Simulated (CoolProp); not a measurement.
Properties of isohexane at several states.

Computed with CoolProp (reference Helmholtz-energy equation of state, Lemmon 2006). It is a short technical equation, of lower accuracy than the large ones.

```tsv
T (K)	p (MPa)	phase	cp (kJ/(kg K))	expansivity (1/kK)
492.3	1.27	gas	2.710	3.848
271.4	0.751	liquid	2.111	1.308
536	0.0263	gas	2.690	1.881
```
